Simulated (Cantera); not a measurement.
Input: 1 mol AlN, 1.9 mol H2, at 1525 °C.

Method: chemical equilibrium by Gibbs-energy minimisation in Cantera with the NASA 1993 tables (ideal gas, pure condensed phases). Candidate condensed phases: Al, AlN; 13 gas species. Equilibrium is a limit: real reactors are often held back by kinetics, nucleation or transport.

What share of the Al ends up in condensed phases as a function of P (Pa), at 1, 6.80, 46, 320, 2200, 15000, 100000?


```json
[
 {"P (Pa)": "1", "Al condensed (%)": "0.0", "as": "-"},
 {"P (Pa)": "6.80", "Al condensed (%)": "0.0", "as": "-"},
 {"P (Pa)": "46", "Al condensed (%)": "71.9", "as": "AlN(s)"},
 {"P (Pa)": "320", "Al condensed (%)": "96.6", "as": "AlN(s)"},
 {"P (Pa)": "2200", "Al condensed (%)": "99.5", "as": "AlN(s)"},
 {"P (Pa)": "15000", "Al condensed (%)": "99.9", "as": "AlN(s)"},
 {"P (Pa)": "100000", "Al condensed (%)": "100.0", "as": "AlN(s)"}
]
```
